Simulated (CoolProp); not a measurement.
Vapour-liquid equilibrium of 1-butene (1) + n-butane (2) at 58.05 °C; x and y are mole fractions of (1).

The numbers come from the multi-fluid Helmholtz-energy mixture model, Lemmon 2005 and Bücker 2006; pair parameters Bell 2016 in CoolProp.

### Question
Give the bubble pressure and the first vapour's composition at x = 0.05, 0.25, 0.75. Is there an azeotrope?

### Answer
x = 0.05: 6.146 bar, y = 0.058; x = 0.25: 6.405 bar, y = 0.282; x = 0.75: 7.022 bar, y = 0.774. No azeotrope shows between x = 0.05 and 0.95.

The pair parameters rest on a limited set of measurements; away from them the model extrapolates.
